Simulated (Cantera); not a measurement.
**Premixed flame**

A freely propagating, adiabatic, planar premixed flame of H2 : O2 : N2 = 1 : 0.505 : 1.9 (molar parts), unburnt at 448 K and 1.38 atm; mixture-averaged transport, grid criteria slope 0.08 and curve 0.16, no radiation.

Cantera simulation using the H2/O2 subset of GRI-Mech 3.0, which has no nitrogen chemistry; the numbers are that mechanism's predictions, not measurements. Burning velocities carry a grid error of a few per cent, more on coarse grids.

| z (mm) | T (K) | u (m/s) | x H2 | x O2 | x HO2 | x H | x O | x H2O2 |
|---|---|---|---|---|---|---|---|---|
| -0.804 | 448 | 4.41 | 0.294 | 0.148 | <1e-8 | <1e-8 | <1e-8 | <1e-8 |
| -0.536 | 448 | 4.41 | 0.294 | 0.148 | <1e-8 | <1e-8 | <1e-8 | <1e-8 |
| -0.402 | 448 | 4.41 | 0.294 | 0.148 | <1e-8 | <1e-8 | <1e-8 | <1e-8 |
| -0.268 | 448 | 4.41 | 0.294 | 0.148 | 5.34e-8 | <1e-8 | <1e-8 | <1e-8 |
| -0.134 | 460 | 4.49 | 0.288 | 0.149 | 0.000105 | 5.54e-6 | 1.58e-6 | 4.06e-6 |
| -0.0670 | 691 | 6.54 | 0.251 | 0.146 | 0.000404 | 0.00247 | 0.000167 | 6.39e-5 |
| 0 | 1179 | 10.8 | 0.160 | 0.112 | 0.000146 | 0.0233 | 0.00357 | 1.32e-5 |
| 0.0670 | 1526 | 13.7 | 0.0753 | 0.0565 | 6.20e-5 | 0.0434 | 0.00950 | 4.21e-6 |
| 0.134 | 1699 | 15.2 | 0.0491 | 0.0344 | 3.34e-5 | 0.0435 | 0.0109 | 2.37e-6 |
| 0.268 | 1871 | 16.6 | 0.0423 | 0.0261 | 2.06e-5 | 0.0336 | 0.00965 | 1.21e-6 |
| 0.536 | 2036 | 17.9 | 0.0386 | 0.0217 | 1.33e-5 | 0.0227 | 0.00719 | 6.70e-7 |
| 1.07 | 2185 | 19.0 | 0.0330 | 0.0176 | 8.24e-6 | 0.0139 | 0.00479 | 4.30e-7 |
| 2.14 | 2307 | 19.8 | 0.0264 | 0.0140 | 5.04e-6 | 0.00786 | 0.00291 | 3.15e-7 |
x: mole fraction of selected species; z is measured from the peak of heat release.

The laminar burning velocity comes out as 441 cm/s, the thermal thickness comes out as 0.268 mm and the peak x(HO2) comes out as 0.000515. The peak x(H) comes out as 0.0451. The peak x(O) comes out as 0.0109 and the peak x(H2O2) comes out as 6.40e-5.
